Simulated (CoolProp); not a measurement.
Computed with CoolProp (reference Helmholtz-energy equation of state, Lemmon 2016).

Problem. For R365MFC, give the phase and the Z, cp (kJ/(kg K)), cv (kJ/(kg K)), isothermal compressibility (1/MPa) at 411.4 K and 45.1 bar; 431.1 K and 45.1 bar; 440.9 K and 45.1 bar.

Solution. 
- 411.4 K and 45.1 bar: liquid; Z 0.197, cp 1.66, cv 1.22, isothermal compressibility 0.0104
- 431.1 K and 45.1 bar: liquid; Z 0.203, cp 1.77, cv 1.26, isothermal compressibility 0.0177
- 440.9 K and 45.1 bar: liquid; Z 0.208, cp 1.85, cv 1.28, isothermal compressibility 0.0250
